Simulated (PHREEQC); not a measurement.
Make-up at 60 °C: 4.2 mmol/kgw H2S, 20 mmol/kgw NaHCO3 and 0.65 mmol/kgw FeCl2. Closed to the air; pH follows from the charge balance.

All values are PHREEQC results (ion-association model, phreeqc.dat), not measurements.

This is a speciation only: nothing precipitates in the calculation.

Q: What pH, specific conductance, ionic strength does the model give?

A: pH 6.92; specific conductance 3360 µS/cm; ionic strength 0.0199 mol/kgw.

Q: In which forms is Fe present?

A: Fe(HS)2 82 %, Fe(HS)3- 17 % of the Fe.

Complexes and solids missing from the database can't appear. Constants without temperature data keep their 25 °C values here.
